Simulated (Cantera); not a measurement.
An isothermal, constant-pressure homogeneous reactor starts with N2O : O2 = 1 : 0.14 (molar parts), at 1175 K and 0.987 atm.

Cantera simulation using GRI-Mech 3.0 (53 species, 325 reactions); the numbers are that mechanism's predictions, not measurements. GRI-Mech 3.0 was tuned for natural gas; its chemistry of N2O as a main component is partial and can be far from experiment. The mechanism lacks the step 2 NO + O2 → 2 NO2, which can matter for NO2 below about 1400 K. The temperature is held fixed by assumption; the heat of reaction is taken as removed at once.

x: mole fraction; the columns are a selection and need not sum to one.

| t (s) | x N2O | x O2 | x N2 | x NO | x O | x NO2 |
|---|---|---|---|---|---|---|
| 8.00e-5 | 0.877 | 0.123 | 2.29e-5 | 2.17e-6 | 1.16e-6 | 4.77e-11 |
| 0.000297 | 0.877 | 0.123 | [?] | [?] | 1.16e-6 | 7.57e-10 |
| 0.00110 | 0.877 | 0.123 | 0.000329 | 3.27e-5 | 1.16e-6 | 1.07e-8 |
| 0.00410 | 0.875 | 0.123 | 0.00122 | 0.000122 | 1.16e-6 | 1.41e-7 |
| 0.0152 | 0.870 | 0.125 | 0.00453 | 0.000450 | 1.16e-6 | 1.63e-6 |
| 0.0566 | 0.852 | 0.130 | 0.0166 | 0.00163 | 1.15e-6 | 1.30e-5 |
| 0.210 | 0.789 | 0.147 | 0.0581 | 0.00567 | 1.11e-6 | 6.08e-5 |
| 0.780 | 0.608 | 0.196 | 0.179 | 0.0169 | 9.78e-7 | 0.000195 |
| 2.90 | 0.281 | 0.287 | 0.397 | 0.0342 | 6.39e-7 | 0.000407 |
| 10.8 | 0.0408 | 0.357 | 0.561 | 0.0408 | 1.54e-7 | 0.000523 |
| 40.0 | [?] | 0.369 | 0.589 | 0.0401 | [?] | [?] |

### Question
Fill in the missing entries.

### Answer

- 0.000297, x N2: 8.78e-5
- 0.000297, x NO: 8.64e-6
- 40.0, x N2O: 0.000183
- 40.0, x O: 9.55e-9
- 40.0, x NO2: 0.000979
